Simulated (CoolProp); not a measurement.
Properties of R125 along the isotherm 364.6 K.

Model: reference Helmholtz-energy equation of state, Lemmon 2005, in CoolProp.

```tsv
p (kPa)	phase	isothermal compressibility (1/MPa)	viscosity (µPa s)	Prandtl number
114	gas	8.847	15.7	0.729
178	gas	5.694	15.7	0.731
277	gas	3.687	15.7	0.735
432	gas	2.394	15.8	0.740
673	gas	1.568	15.9	0.751
1050	gas	1.041	16.0	0.769
1630	gas	0.7129	16.4	0.803
2540	gas	?	17.3	0.883
3950	supercritical	?	20.3	1.16
6160	supercritical	?	44.2	2.73
9580	supercritical	0.03991	74.8	2.48
14900	supercritical	0.01579	99.2	2.51
23200	supercritical	0.008028	126	2.63
36200	supercritical	0.004560	?	?
```

**Question.** Fill in the missing entries.

**Answer.** 
- 2540, isothermal compressibility (1/MPa): 0.5180
- 3950, isothermal compressibility (1/MPa): 0.4557
- 6160, isothermal compressibility (1/MPa): 0.2530
- 36200, viscosity (µPa s): 159
- 36200, Prandtl number: 2.81

Viscosity comes from a separate model (Huber 2006). Thermal conductivity comes from a separate model (Perkins 2006).
